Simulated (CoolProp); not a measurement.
A single-stage vapour-compression cycle with R507A: evaporating at 268.15 K (dew point), condensing at 329.15 K (bubble point), superheat 5 K, subcooling 0 K, compressor efficiency 0.65, no pressure losses. Each further row changes one setting.

Computed with CoolProp (reference Helmholtz-energy equation of state, Lemmon 2003). It is a pseudo-pure fit of the blend.

```json
[
 {"case": "as stated", "cooling COP": "1.53", "pressure ratio": "5.08", "discharge temperature (K)": "352.9", "refrigerating effect (kJ/kg)": "75.5", "volumetric capacity (kJ/m³)": "2010"},
 {"case": "evaporating temperature 273.15 K", "cooling COP": "(withheld)", "pressure ratio": "(withheld)", "discharge temperature (K)": "351.1", "refrigerating effect (kJ/kg)": "78.1", "volumetric capacity (kJ/m³)": "2440"},
 {"case": "condensing temperature 324.15 K", "cooling COP": "(withheld)", "pressure ratio": "4.55", "discharge temperature (K)": "346.9", "refrigerating effect (kJ/kg)": "(withheld)", "volumetric capacity (kJ/m³)": "2260"},
 {"case": "subcooling 5 K", "cooling COP": "(withheld)", "pressure ratio": "5.08", "discharge temperature (K)": "352.9", "refrigerating effect (kJ/kg)": "85.9", "volumetric capacity (kJ/m³)": "2290"},
 {"case": "superheat 15 K", "cooling COP": "1.61", "pressure ratio": "5.08", "discharge temperature (K)": "362.9", "refrigerating effect (kJ/kg)": "(withheld)", "volumetric capacity (kJ/m³)": "2140"},
 {"case": "compressor efficiency 0.55", "cooling COP": "(withheld)", "pressure ratio": "5.08", "discharge temperature (K)": "(withheld)", "refrigerating effect (kJ/kg)": "75.5", "volumetric capacity (kJ/m³)": "2010"}
]
```

**Question.** Complete the blanks.

**Answer.** 
- evaporating temperature 273.15 K, cooling COP: 1.77
- evaporating temperature 273.15 K, pressure ratio: 4.33
- condensing temperature 324.15 K, cooling COP: 1.84
- condensing temperature 324.15 K, refrigerating effect (kJ/kg): 85.1
- subcooling 5 K, cooling COP: 1.74
- superheat 15 K, refrigerating effect (kJ/kg): 85.0
- compressor efficiency 0.55, cooling COP: 1.29
- compressor efficiency 0.55, discharge temperature (K): 359.8
